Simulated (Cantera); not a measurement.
A Cantera script and what it prints.

```python
import numpy as np
import cantera as ct

gas_names = [...]  # 113 gases of nasa_gas.yaml made of C, H, O, Ti
cond_names = """
    C(gr) C6H6(L) C7H8(L) C8H18(L),n-octa H2O(s) H2O(L) Ti(a) Ti(b) Ti(L) TiC(s) TiC(L) TiO(a) TiO(b)
    TiO(L) TiO2(ru) TiO2(L) Ti2O3(a) Ti2O3(b) Ti2O3(L) Ti3O5(a) Ti3O5(b) Ti3O5(L) Ti4O7(s) Ti4O7(L)
""".split()


# ... load() reads the species with a 1 bar reference pressure and builds the phases ...
atoms = {
    'Ti(OiPr)4': {'Ti': 1, 'C': 12, 'H': 28, 'O': 4},
    'C3H8': {'C': 3, 'H': 8},
}
top_T = {'C(gr)': 4500}  # K; cautious upper limits of use, not melting points


# ... equilibrate(T, P, feed) seeds the gas with the atoms and calls Mixture.equilibrate('TP', solver="vcs", rtol=1e-11, max_steps=5000) ...
results = []
feed = {'Ti(OiPr)4': 1, 'C3H8': 0.27}  # mol
T = 1050  # K
for P in [10, 46, 220, 1000, 4600, 22000, 100000]:
    mix = equilibrate(T, P, feed)
    results.append((T, P, feed, dict(zip(mix.species_names, mix.species_moles))))

top = {s: max(r[3][s] / sum(r[3][g] for g in gas_names) for r in results) for s in gas_names}
cols = sorted((s for s in top if top[s] > 1e-06), key=lambda s: -top[s])[:7]
seen = [c for c in cond_names if any(r[3].get(c, 0) > 1e-12 for r in results)]
print("log10 of partial pressures in bar; condensed amounts in mol")
print(f"{'P/Pa':>10s}" + "".join(f"{s[:9]:>10s}" for s in cols + seen))
for T, P, feed, n in results:
    ng = sum(n[g] for g in gas_names)
    print(f"{P:10.4g}" + "".join(f"{np.log10(max(n[s] / ng * P / 1e5, 1e-99)):10.3f}" for s in cols)
          + "".join(f"{n.get(c, 0):10.4g}" for c in seen))
```

Output:

```
log10 of partial pressures in bar; condensed amounts in mol
      P/Pa        H2        CO       CH4       H2O       CO2     C(gr)    TiC(s)  TiO2(ru)  Ti3O5(b)  Ti4O7(s)
        10    -4.102    -4.679    -9.447    -9.522   -10.027      7.81         1         0         0         0
        46    -3.400    -4.210    -8.042    -8.351    -9.090     10.48         0         0    0.3333         0
       220    -2.718    -3.544    -6.678    -7.003    -7.759     10.56         0         0         0      0.25
      1000    -2.054    -2.932    -5.351    -5.728    -6.534     10.81         0         1         0         0
      4600    -1.392    -2.272    -4.027    -4.405    -5.213     10.79         0         1         0         0
   2.2e+04    -0.717    -1.602    -2.676    -3.060    -3.875     10.73         0         1         0         0
     1e+05    -0.077    -0.985    -1.396    -1.803    -2.640     10.45         0         1         0         0
```

Equilibrium computed with Cantera from the NASA thermochemical tables; the gas is ideal and each condensed phase is pure. The feed counts by its element totals alone. TiC: taken at fixed stoichiometry. Condensed phases not in the tables: Magnéli phases beyond Ti4O7. Gases not in the tables: TiO(OH)2.
